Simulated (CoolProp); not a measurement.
The fluid at 254 K and 0.134 MPa flows at 2 m/s in a round tube of 10 mm bore and 45 µm roughness, fully developed (64/Re and Nu = 3.66 if laminar; Colebrook and Gnielinski if turbulent). The same conditions are run with several fluids, on thermodynamics alone (safety and materials aside).

Values from CoolProp's reference Helmholtz-energy equation of state of each fluid (n-decane: Lemmon 2006; R141b: Lemmon 2006; ethanol: Schroeder 2014; ethylbenzene: Zhou 2012; methanol: de Reuck 1993).

```
fluid         Reynolds number  Darcy friction factor  pressure drop (Pa/m)  heat-transfer coefficient (W/(m² K))  mass flow (kg/h)
------------  ---------------  ---------------------  --------------------  ------------------------------------  ----------------
n-decane                 8070                      ?                  5840                                  1620               430
R141b                   36700                 0.0320                  8420                                  3420               744
ethanol                  5760                 0.0409                  6730                                  1510                 ?
ethylbenzene            16300                 0.0346                  6230                                     ?               509
methanol                14500                      ?                     ?                                  3310               468
```

**Question.** What belongs in the gaps?

**Answer.** 
- n-decane, Darcy friction factor: 0.0384
- ethanol, mass flow (kg/h): 465
- ethylbenzene, heat-transfer coefficient (W/(m² K)): 2490
- methanol, Darcy friction factor: 0.0351
- methanol, pressure drop (Pa/m): 5810

Transport values come from each fluid's own correlations; those of R141b, ethylbenzene are estimates that may be off by 10 % or more.
